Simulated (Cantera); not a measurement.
An adiabatic, constant-volume homogeneous reactor starts with CH4 : H2 : O2 : N2 : CO2 = 1 : 0.085 : 1.7 : 11.9 : 0.96 (molar parts), at 1175 K and 750 Torr. Integrator tolerance rtol = 1e-08.

Detailed kinetics in Cantera: GRI-Mech 3.0 (53 species, 325 reactions).

Task: What does this change do: constant pressure in place of constant volume?

Result: 
| quantity | before | after |
|---|---|---|
| time of steepest temperature rise | 55.6 ms | 58.9 ms |
| temperature at 1.00 s | 2400 K | 2182 K |
| equilibrium temperature | 2400 K | 2182 K |
| x(CH4) at 1.00 s | <1e-12 (gas-phase equilibrium <1e-12) | <1e-12 (gas-phase equilibrium <1e-12) |
| x(H2) at 1.00 s | 0.00913 (gas-phase equilibrium 0.00913) | 0.00913 (gas-phase equilibrium 0.00913) |
| x(O2) at 1.00 s | 0.00107 (gas-phase equilibrium 0.00107) | 0.000184 (gas-phase equilibrium 0.000184) |
| x(CH2O) at 1.00 s | 2.91e-10 (gas-phase equilibrium 2.91e-10) | 1.28e-10 (gas-phase equilibrium 1.28e-10) |
| x(HCO) at 1.00 s | 1.40e-8 (gas-phase equilibrium 1.40e-8) | 4.13e-9 (gas-phase equilibrium 4.13e-9) |

Task: What does this change do: N2 11.9 to 24 parts?

Result: 
```csv
quantity,before,after
time of steepest temperature rise,55.6 ms,0.118 s
temperature at 1.00 s,2400 K,1967 K
equilibrium temperature,2400 K,1966 K
x(CH4) at 1.00 s,<1e-12 (gas-phase equilibrium <1e-12),<1e-12 (gas-phase equilibrium <1e-12)
x(H2) at 1.00 s,0.00913 (gas-phase equilibrium 0.00913),0.00567 (gas-phase equilibrium 0.00567)
x(O2) at 1.00 s,0.00107 (gas-phase equilibrium 0.00107),4.37e-6 (gas-phase equilibrium 4.36e-6)
x(CH2O) at 1.00 s,2.91e-10 (gas-phase equilibrium 2.91e-10),7.35e-11 (gas-phase equilibrium 7.35e-11)
x(HCO) at 1.00 s,1.40e-8 (gas-phase equilibrium 1.40e-8),9.19e-10 (gas-phase equilibrium 9.20e-10)
```
